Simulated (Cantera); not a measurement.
Input: 1 mol Si, 0.56 mol N₂O, 4.5 mol H₂, held at 1325 °C and 0.100 bar.

Cantera equilibrium calculation (NASA polynomials, part measured and part estimated; ideal gas, pure solids and liquids). Candidate condensed phases: H₂O, Si, SiO₂, Si₂N₂O, Si₃N₄; 35 gas species. Mutual solubility and eutectic melting of coexisting phases are not modelled. The tables hold silica as quartz up to 1696 K and as liquid above; real silica turns to tridymite and cristobalite and melts near 1996 K. Equilibrium is a limit: real reactors are often held back by kinetics, nucleation or transport.

Base state: H₂ 0.979, N₂ 0.0181, SiO 0.00214, H 0.000167, H₂O 0.000112 (mole fractions); condensed: SiO₂(β-quartz) + Si₂N₂O(s).

### Question
What changes in the equilibrium state with this change: temperature from 1325 °C to 877 °C?

### Answer
| species | before | after |
|---|---|---|
| H₂ | 0.979 | 0.983 |
| N₂ | 0.0181 | 0.0175 |
| H₂O | 0.000112 | 3.40e-5 |
| SiO | 0.00214 | <1e-9 |
| H | 0.000167 | 2.34e-7 |
| SiO₂(β-quartz), mol | 0.0364 | 0.0399 |
| Si₂N₂O(s), mol | 0.477 | 0.480 |
